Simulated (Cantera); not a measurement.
An isothermal, constant-pressure homogeneous reactor starts with C₃H₈ : H₂ : N₂ = 1 : 31 : 0.21 (molar parts), at 1400 K and 2.25 Torr.

Computed with Cantera and GRI-Mech 3.0 (53 species, 325 reactions). GRI-Mech 3.0 was tuned for natural gas; its chemistry of propane as a main component is partial and can be far from experiment. GRI-Mech 3.0 stops at C3 and has no aromatics, soot or wall deposition, so with more carbon than oxygen in the feed, carbon stays in small species such as C2H2 where larger ones or solid carbon would form. Radical loss at walls, strong at low pressure, is not modelled.

One state of this run: x C₃H₈ = 0.0307; x H₂ = 0.962; x C₂H = <1e-12; x H = 8.46e-5; x CH₂ = 4.01e-9; x CH₃ = 0.000276. x: mole fraction; the columns are a selection and need not sum to one.

Question: Which value of t (s) does it belong to?
A. 0.00387
B. 0.000318
C. 0.0205
D. 0.000731

Answer: B, 0.000318
